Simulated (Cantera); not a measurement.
Feed: 1 mol FeS, 100 mol H₂, held at 33.0 Torr.

Method: chemical equilibrium by Gibbs-energy minimisation in Cantera with the NASA 1993 tables (ideal gas, pure condensed phases). Candidate condensed phases: Fe, FeS, FeS₂, S; 8 gas species. Mutual solubility and eutectic melting of coexisting phases are not modelled. FeS: taken at fixed stoichiometry. Rates play no part.

log p: log10 of the partial pressure in bar; n: condensed amount in mol.

```tsv
T (K)	log p H₂	log p H₂S	log p SH	log p S₂	n Fe(α)	n FeS(s)	n Fe(γ)
650	-1.36	-6.18	<-13	<-13	0.00152	0.998	0
700	-1.36	-5.79	<-13	<-13	0.00370	0.996	0
750	-1.36	-5.46	-12.86	<-13	0.00793	0.992	0
800	-1.36	-5.17	-11.85	<-13	0.0154	0.985	0
850	-1.36	?	?	-13.04	?	0.973	0
900	-1.36	-4.69	-10.19	-11.98	0.0459	0.954	0
950	-1.36	-4.50	-9.49	-11.04	0.0727	0.927	0
1000	-1.36	-4.32	-8.86	-10.18	0.110	0.890	0
1050	-1.36	?	?	?	?	0.840	0
1100	-1.36	-4.00	-7.76	-8.69	0.228	0.772	0
1150	-1.36	-3.86	-7.28	-8.04	0.314	0.686	0
1200	-1.36	-3.73	-6.84	-7.44	0	0.579	0.421
1250	-1.36	-3.62	-6.43	-6.89	0	0.447	0.553
```

Task: Some entries are withheld; supply them.

Result: 
- 1050, log p H₂S: -4.15
- 1050, log p SH: -8.28
- 1050, log p S₂: -9.41
- 1050, n Fe(α): 0.160
- 850, log p H₂S: -4.92
- 850, log p SH: -10.97
- 850, n Fe(α): 0.0275
